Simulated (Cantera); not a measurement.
Charge: 1 mol Cr2O3, 2.7 mol H2, a varied amount of N2, equilibrated at 10.0 mbar.

Equilibrium computed with Cantera from the NASA thermochemical tables; the gas is ideal and each condensed phase is pure. Candidate condensed phases: Cr, CrN, Cr2N, Cr2O3, H2O; 29 gas species. Mutual solubility and eutectic melting of coexisting phases are not modelled. Equilibrium is a limit: real reactors are often held back by kinetics, nucleation or transport.

Task: What condenses at these points (T in K, n(N2) in mol): (2023, 17); (1473, 3.7); (1473, 68); (1523, 42); (1723, 68)?

Result: 
| T (K) | n(N2) in mol | condensed phases | Cr condensed (%) |
|---|---|---|---|
| 2023 | 17 | Cr2O3 | 90.9 |
| 1473 | 3.7 | Cr + Cr2O3 | 100.0 |
| 1473 | 68 | Cr2O3 | 99.9 |
| 1523 | 42 | Cr2O3 | 99.8 |
| 1723 | 68 | Cr2O3 | 98.5 |
